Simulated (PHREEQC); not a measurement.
Solution (25 °C): 0.64 mol KCl, 2.5 mol FeCl2 and 0.00011 mol H4SiO4 per kg of water. It is in equilibrium with CO2 at log p = -3.5 (atm). Otherwise closed; pH follows from the charge balance.

The numbers come from PHREEQC with the Pitzer model, pitzer.dat.

The pH is 4.88 and the ionic strength is 8.14 mol/kgw. The activity of water comes out as 0.783. The density is 1.257 g/cm³ and the osmotic coefficient is 1.544.

| species | molality | activity | log γ |
|---|---|---|---|
| Cl- | 5.64 | 3.76 | -0.176 |
| Fe+2 | 2.50 | 8.47 | 0.530 |
| K+ | 0.640 | 0.712 | 0.046 |
| H4SiO4 | 0.000110 | 0.000108 | -0.007 |
| CO2 | 1.07e-5 | 1.08e-5 | 0.004 |
| H+ | 2.57e-6 | 1.32e-5 | 0.710 |

No solid was allowed to form. In brines, pH and single-ion activities rest on the MacInnes convention.
